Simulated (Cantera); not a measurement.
Feed: 1 mol Si, 2.5 mol HCl, 4 mol H₂, held at 900 Torr.

Method: chemical equilibrium by Gibbs-energy minimisation in Cantera with the NASA 1993 tables (ideal gas, pure condensed phases). Candidate condensed phases: Si; 19 gas species. The numbers say what is thermodynamically allowed, not how fast it happens.

Q: What share of the Si ends up in condensed phases as a function of T (K), at 750, 800, 850, 900, 950, 1000, 1050, 1100, 1150, 1200, 1250, 1300, 1350, 1400?

A: 
```
T (K)  Si condensed (%)     as
-----  ----------------  -----
750                29.8  Si(s)
800                30.0  Si(s)
850                30.2  Si(s)
900                30.6  Si(s)
950                31.0  Si(s)
1000               31.6  Si(s)
1050               32.3  Si(s)
1100               33.1  Si(s)
1150               34.0  Si(s)
1200               34.9  Si(s)
1250               35.6  Si(s)
1300               36.1  Si(s)
1350               36.1  Si(s)
1400               35.6  Si(s)
```
